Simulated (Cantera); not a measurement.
Feed: 1 mol Fe3O4, 5 mol C, 0.11 mol CO, 3 mol CH4, equilibrated at 652 °C and 0.100 bar.

Cantera equilibrium calculation (NASA polynomials, part measured and part estimated; ideal gas, pure solids and liquids). Candidate condensed phases: C, C6H6, C7H8, C8H18, Fe, Fe(CO)5, FeO, Fe(OH)2, Fe(OH)3, Fe2O3, Fe3O4, H2O; 114 gas species. Condensed phases not in the tables: cementite and carbon dissolved in iron. Kinetics and transport are ignored.

Base state: H2 0.591, CO 0.338, CO2 0.0343, H2O 0.0296, CH4 0.00792 (mole fractions); condensed: C(graphite) + Fe(α).

Q: What changes in the equilibrium state with this change: CH4 from 3 to 1.1 mol?

A: 
```csv
species,before,after
CO,0.338,0.530
H2,0.591,0.355
CO2,0.0343,0.0843
H2O,0.0296,0.0280
CH4,0.00792,0.00286
"C(graphite), mol",4.53,2.72
"Fe(α), mol",3.00,3.00
```
